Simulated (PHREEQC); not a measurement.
Solution (25 °C): 1.4 mmol/kgw NH3, 0.00042 mmol/kgw H4SiO4 and 67 mmol/kgw K2CO3. Closed to the air; pH follows from the charge balance.

All values are PHREEQC results (ion-association model, wateq4f.dat), not measurements.

No solid was allowed to form.

Order these Si species by the share of Si that they hold, largest first: H3SiO4-, H2SiO4-2, H4SiO4.

H3SiO4- (95 %), H2SiO4-2 (3.0 %), H4SiO4 (2.2 %)

The pH is 11.30 and the ionic strength 0.198 mol/kgw.
